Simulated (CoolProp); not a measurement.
The fluoroketone C6F12O (FK-5-1-12) at several states: Z from the reference equation and from simpler models built on Tc = 441.8 K, pc = 1.869 MPa, ω = 0.471; each cubic takes its own stable root.

Model: reference Helmholtz-energy equation of state, McLinden 2015, in CoolProp.

```
T (K)  p (MPa)   phase  reference
-----  -------  ------  ---------
452.4    0.164     gas     0.9715
403     0.0202     gas     0.9947
223.1    0.142  liquid    0.01334
```

Question: How far does each simpler model (Redlich-Kwong, Soave-Redlich-Kwong, Peng-Robinson) lie from the reference over these 3 states: mean and median of the absolute difference, and the worst?

Answer: 
- Redlich-Kwong: mean 5.4 %, median 0.1 %, worst +16.2 % at 223.1 K and 0.142 MPa
- Soave-Redlich-Kwong: mean 3.8 %, median 0.1 %, worst +11.2 % at 223.1 K and 0.142 MPa
- Peng-Robinson: mean 0.4 %, median 0.3 %, worst -1.0 % at 223.1 K and 0.142 MPa
